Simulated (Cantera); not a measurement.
Input: 1 mol Si, 14 mol CO, held at 10.0 mbar.

These are equilibrium values from Cantera (NASA tables, ideal gas, pure condensed phases), not measurements of a reactor. Candidate condensed phases: C, Si, SiC, SiO₂; 20 gas species. Mutual solubility and eutectic melting of coexisting phases are not modelled. The tables hold silica as quartz up to 1696 K and as liquid above; real silica turns to tridymite and cristobalite and melts near 1996 K. Rates play no part.

log p: log10 of the partial pressure in bar; n: condensed amount in mol.

```
T (°C)  log p CO  log p SiO  log p Si  log p CO₂  log p Si₂C  log p SiC₂  log p Si₂  n SiC(s)  n SiO₂(β-quartz)
------  --------  ---------  --------  ---------  ----------  ----------  ---------  --------  ----------------
1250       -2.00      -3.98     -9.50      -6.93      -12.24      -12.86       <-14     0.620             0.240
1300       -2.02      -3.46     -8.71      -6.91      -11.29      -12.35     -12.84     0.506            0.0116
1350       -2.02      -3.45     -8.22      -7.11      -10.65      -11.62     -12.17     0.500                 0
1400       -2.02      -3.45     -7.76      -7.30      -10.05      -10.93     -11.55     0.500                 0
1450       -2.02      -3.45       ___        ___         ___         ___        ___     0.500                 0
1500       -2.02      -3.45     -6.92      -7.66       -8.95       -9.68     -10.41     0.500                 0
1550       -2.02      -3.45     -6.53      -7.82       -8.45       -9.10      -9.89     0.500                 0
1600       -2.02      -3.45     -6.17      -7.97       -7.98       -8.56      -9.40     0.500                 0
1650       -2.02      -3.45       ___        ___         ___         ___        ___     0.499                 0
1700       -2.02      -3.45     -5.49      -8.25       -7.11       -7.56      -8.50     0.498                 0
```

Q: Complete the blanks.

A: 
- 1450, log p Si: -7.32
- 1450, log p CO₂: -7.49
- 1450, log p Si₂C: -9.48
- 1450, log p SiC₂: -10.29
- 1450, log p Si₂: -10.96
- 1650, log p Si: -5.82
- 1650, log p CO₂: -8.12
- 1650, log p Si₂C: -7.53
- 1650, log p SiC₂: -8.05
- 1650, log p Si₂: -8.94
